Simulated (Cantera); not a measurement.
Standard-state values (1 bar) from the NASA 1993 polynomials, evaluated with Cantera. Values are per mole of reaction as written; species without (g) are pure solids or liquids, kept so even where they would boil at 1 bar.

N2O(g) + 4 F(g) + BaF2 → 2 NF3(g) + BaO, with ΔH° = -2.2 kJ and ΔS° = -357.9 J/K at 300 K.

**Question.** How far is the shortcut ΔG° ≈ ΔH°(300 K) − T·ΔS°(300 K) from the full temperature-dependent value at 1325, 1525, 1725, 1925, 2125, 2325, 2525, 2725, 2925 K?

**Answer.** 
| T (K) | shortcut (kJ) | full (kJ) | difference (kJ) | difference in log10 K | condensed phases |
|---|---|---|---|---|---|
| 1325 | 472.0 | 498.3 | -26.3 | 1.04 | BaF2(s), BaO(s) |
| 1525 | 543.6 | 578.7 | -35.1 | 1.20 | BaF2(s), BaO(s) |
| 1725 | 615.2 | 661.2 | -46.0 | 1.39 | BaF2(l), BaO(s) |
| 1925 | 686.7 | 745.6 | -58.9 | 1.60 | BaF2(l), BaO(s) |
| 2125 | 758.3 | 830.3 | -72.0 | 1.77 | BaF2(l), BaO(s) |
| 2325 | 829.9 | 914.0 | -84.1 | 1.89 | BaF2(l), BaO(l) |
| 2525 | 901.5 | 993.8 | -92.3 | 1.91 | BaF2(l), BaO(l) |
| 2725 | 973.1 | 1073.5 | -100.5 | 1.93 | BaF2(l), BaO(l) |
| 2925 | 1044.6 | 1153.4 | -108.7 | 1.94 | BaF2(l), BaO(l) |
The shortcut ignores heat capacities and the phase changes listed.
